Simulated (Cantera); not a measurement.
Feed: 1 mol B, 0.69 mol HCl, equilibrated at 13300 Pa.

These are equilibrium values from Cantera (NASA tables, ideal gas, pure condensed phases), not measurements of a reactor. Candidate condensed phases: B; 13 gas species. Gases not in the tables: BHCl2. The numbers say what is thermodynamically allowed, not how fast it happens.

### Question
What share of the B ends up in condensed phases as a function of T (K), at 725, 800, 875, 950, 1025, 1100, 1175, 1250, 1325, 1400, 1475, 1550, 1625, 1700?

### Answer
| T (K) | B condensed (%) | as |
|---|---|---|
| 725 | 77.3 | B(s) |
| 800 | 77.6 | B(s) |
| 875 | 78.0 | B(s) |
| 950 | 78.5 | B(s) |
| 1025 | 79.1 | B(s) |
| 1100 | 79.9 | B(s) |
| 1175 | 80.6 | B(s) |
| 1250 | 81.5 | B(s) |
| 1325 | 82.4 | B(s) |
| 1400 | 83.2 | B(s) |
| 1475 | 84.1 | B(s) |
| 1550 | 84.9 | B(s) |
| 1625 | 85.5 | B(s) |
| 1700 | 86.1 | B(s) |
